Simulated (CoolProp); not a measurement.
Vapour-liquid equilibrium of carbon dioxide (1) + CH2F2 (R32) (2) at 240.3 K; x and y are mole fractions of (1).

Model: multi-fluid Helmholtz-energy mixture model, Span 1996 and Tillner-Roth 1997; pair parameters Bell 2016, in CoolProp.

| x | bubble pressure, mixture model (MPa) | bubble pressure, Raoult's law (MPa) | y, mixture model | y, Raoult's law |
|---|---|---|---|---|
| 0.05 | 0.2960 | 0.2954 | 0.209 | 0.219 |
| 0.125 | 0.3764 | 0.3744 | 0.415 | 0.433 |
| 0.2 | ? | 0.4533 | 0.550 | 0.572 |
| 0.275 | 0.5372 | 0.5323 | 0.646 | 0.669 |
| 0.35 | 0.6167 | 0.6113 | 0.717 | 0.742 |
| 0.425 | ? | 0.6903 | 0.773 | 0.798 |
| 0.5 | 0.7732 | 0.7693 | ? | 0.842 |
| 0.575 | 0.8503 | 0.8483 | 0.854 | 0.878 |
| 0.65 | 0.9270 | 0.9272 | 0.886 | 0.908 |
| 0.725 | ? | 1.006 | 0.914 | 0.934 |
| 0.8 | ? | 1.085 | 0.940 | 0.955 |
| 0.875 | 1.160 | 1.164 | 0.963 | 0.974 |
| 0.95 | 1.240 | 1.243 | 0.986 | 0.990 |

Question: What belongs in the gaps?

Answer: 
- 0.2, bubble pressure, mixture model (MPa): 0.4570
- 0.425, bubble pressure, mixture model (MPa): 0.6954
- 0.5, y, mixture model: 0.817
- 0.725, bubble pressure, mixture model (MPa): 1.004
- 0.8, bubble pressure, mixture model (MPa): 1.081

The largest gap from Raoult's law is +0.9 % in bubble pressure, at x = 0.275. No azeotrope shows between x = 0.05 and 0.95.

The pair parameters rest on a limited set of measurements; away from them the model extrapolates.
